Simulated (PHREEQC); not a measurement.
PHREEQC input (ion-association model, phreeqc.dat):

```
SOLUTION 0
  temp 40
  units mmol/kgw
  pH 7 charge
  Cl 1.53
  Cd 0.76
  S(6) 31
  Zn 31
  O(0) 1 O2(g) -0.68
SOLUTION 1-30
  temp 40
  units mmol/kgw
  pH 7 charge
  Cl 0.53
  Na 0.52
  O(0) 1 O2(g) -0.68
END
EXCHANGE 1-30
  X 0.041
  -equilibrate 1
END
SELECTED_OUTPUT 1
  -reset false
  -pH true
  -pe true
  -ionic_strength true
  -water true
  -step true
  -totals Cd Cl Na S Zn S(-2) S(6)
  -molalities NaX ZnX2 CdX2
  -saturation_indices Halite Zn(OH)2(e) Cd(OH)2
PRINT
  -reset false
TRANSPORT
  -cells 30
  -shifts 120
  -lengths 0.0333333
  -time_step 300
  -dispersivities 0.035
  -boundary_conditions flux flux
  -correct_disp true
  -punch_cells 30
  -punch_frequency 4
END
```

Selected output (columns that matter, 13 of 31 rows; pore volumes added in front):

```
pore volumes	pH	mu	Cd	Cl	Na	S	Zn	m_NaX	m_ZnX2	m_CdX2	si_Halite	si_Zn(OH)2(e)	si_Cd(OH)2
0	5.0112	0.00053	0	0.00053	0.00052	0	0	0.041	0	0	-8.1646	-1000	-1000
0.2833	5.0112	0.00053001	0	0.00053	0.00052	1.9041e-09	0	0.041	0	0	-8.1646	-1000	-1000
0.6833	5.1403	0.0091554	0	0.0006232	0.0063915	0.0028892	0	0.041	0	0	-7.0742	-1000	-1000
1.0833	5.4094	0.059736	4.6227e-17	0.0011985	0.042632	0.020722	3e-16	0.041	1.1438e-14	1.5443e-15	-6.0814	-16.878	-19.907
1.35	5.4631	0.079134	3.977e-08	0.001428	0.057094	0.027839	5.8401e-07	0.040975	1.1748e-05	6.8991e-07	-5.902	-7.5507	-10.94
1.6167	5.2938	0.073245	0.00054009	0.0015052	0.026115	0.03023	0.017381	0.0040429	0.017989	0.00048952	-6.2209	-3.3523	-7.0761
2.0167	5.2053	0.071328	0.0007667	0.0015277	0.0025804	0.030928	0.02963	0.00031015	0.019889	0.00045559	-7.2239	-3.2563	-7.0551
2.4167	5.1976	0.071349	0.00076726	0.0015298	0.00025811	0.030994	0.030858	3.0412e-05	0.020043	0.00044159	-8.2237	-3.2506	-7.0662
2.6833	5.197	0.071351	0.00076351	0.00153	5.5061e-05	0.030999	0.030968	6.4766e-06	0.020059	0.00043825	-8.8947	-3.2501	-7.0694
2.95	5.1968	0.071351	0.0007615	0.00153	1.164e-05	0.031	0.030993	1.3687e-06	0.020062	0.00043684	-9.5695	-3.2499	-7.0707
3.35	5.1968	0.071351	0.00076038	0.00153	1.1148e-06	0.031	0.030999	1.3107e-07	0.020064	0.00043614	-10.588	-3.2499	-7.0714
3.75	5.1968	0.071351	0.00076009	0.00153	1.0528e-07	0.031	0.031	1.2379e-08	0.020064	0.00043596	-11.613	-3.2499	-7.0716
4.0167	5.1968	0.071351	0.00076003	0.00153	2.1707e-08	0.031	0.031	2.5522e-09	0.020064	0.00043593	-12.299	-3.2499	-7.0716
```

Constants without temperature data keep their 25 °C values here.
